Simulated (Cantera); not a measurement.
A freely propagating, adiabatic, planar premixed flame of H₂ : O₂ : N₂ = 1 : 0.36 : 2.05 (molar parts), equivalence ratio 1.4, unburnt at 400 K and 500000 Pa; mixture-averaged transport, grid criteria slope 0.08 and curve 0.16, no radiation.

Model: the H2/O2 subset of GRI-Mech 3.0, which has no nitrogen chemistry, integrated in Cantera. The hydrogen kinetics of GRI-Mech 3.0 are dated; newer H2 mechanisms differ, most at raised pressure. Burning velocities carry a grid error of a few per cent, more on coarse grids.

x: mole fraction of selected species; z is measured from the peak of heat release.

```json
[
 {"z (mm)": "-0.162", "T (K)": "400", "u (m/s)": "2.47", "x H₂": "0.293", "x O₂": "0.106", "x HO₂": "<1e-8", "x H₂O₂": "<1e-8", "x O": "<1e-8", "x H": "<1e-8"},
 {"z (mm)": "-0.108", "T (K)": "400", "u (m/s)": "2.47", "x H₂": "0.293", "x O₂": "0.106", "x HO₂": "…", "x H₂O₂": "<1e-8", "x O": "<1e-8", "x H": "<1e-8"},
 {"z (mm)": "-0.0809", "T (K)": "401", "u (m/s)": "2.47", "x H₂": "0.292", "x O₂": "0.106", "x HO₂": "…", "x H₂O₂": "4.57e-8", "x O": "<1e-8", "x H": "<1e-8"},
 {"z (mm)": "-0.0539", "T (K)": "405", "u (m/s)": "2.48", "x H₂": "0.288", "x O₂": "0.106", "x HO₂": "…", "x H₂O₂": "8.16e-7", "x O": "7.21e-8", "x H": "<1e-8"},
 {"z (mm)": "-0.0270", "T (K)": "504", "u (m/s)": "2.99", "x H₂": "0.259", "x O₂": "0.108", "x HO₂": "…", "x H₂O₂": "5.66e-5", "x O": "5.76e-6", "x H": "1.22e-5"},
 {"z (mm)": "-0.0135", "T (K)": "818", "u (m/s)": "4.71", "x H₂": "0.218", "x O₂": "0.0971", "x HO₂": "…", "x H₂O₂": "0.000116", "x O": "0.000152", "x H": "0.00142"},
 {"z (mm)": "0", "T (K)": "1203", "u (m/s)": "6.80", "x H₂": "0.167", "x O₂": "0.0703", "x HO₂": "…", "x H₂O₂": "4.02e-5", "x O": "0.000984", "x H": "0.00847"},
 {"z (mm)": "0.0135", "T (K)": "1475", "u (m/s)": "8.28", "x H₂": "0.122", "x O₂": "0.0390", "x HO₂": "…", "x H₂O₂": "5.87e-6", "x O": "0.00194", "x H": "0.0177"},
 {"z (mm)": "0.0270", "T (K)": "1631", "u (m/s)": "9.12", "x H₂": "0.0958", "x O₂": "0.0182", "x HO₂": "…", "x H₂O₂": "2.59e-6", "x O": "0.00192", "x H": "0.0229"},
 {"z (mm)": "0.0539", "T (K)": "1770", "u (m/s)": "9.86", "x H₂": "0.0801", "x O₂": "0.00426", "x HO₂": "…", "x H₂O₂": "1.34e-6", "x O": "0.00118", "x H": "0.0226"},
 {"z (mm)": "0.108", "T (K)": "1871", "u (m/s)": "10.4", "x H₂": "0.0793", "x O₂": "0.000912", "x HO₂": "…", "x H₂O₂": "6.45e-7", "x O": "0.000574", "x H": "0.0161"},
 {"z (mm)": "0.216", "T (K)": "1942", "u (m/s)": "10.7", "x H₂": "0.0815", "x O₂": "0.000312", "x HO₂": "…", "x H₂O₂": "2.94e-7", "x O": "0.000223", "x H": "0.00975"},
 {"z (mm)": "0.432", "T (K)": "1985", "u (m/s)": "10.9", "x H₂": "0.0831", "x O₂": "9.92e-5", "x HO₂": "…", "x H₂O₂": "1.22e-7", "x O": "7.01e-5", "x H": "0.00536"}
]
```

**Question.** What belongs in the gaps?

**Answer.** 
- -0.108, x HO₂: 2.54e-8
- -0.0809, x HO₂: 2.64e-7
- -0.0539, x HO₂: 4.69e-6
- -0.0270, x HO₂: 0.000434
- -0.0135, x HO₂: 0.000707
- 0, x HO₂: 0.000314
- 0.0135, x HO₂: 0.000145
- 0.0270, x HO₂: 6.31e-5
- 0.0539, x HO₂: 1.40e-5
- 0.108, x HO₂: 3.16e-6
- 0.216, x HO₂: 1.17e-6
- 0.432, x HO₂: 3.91e-7
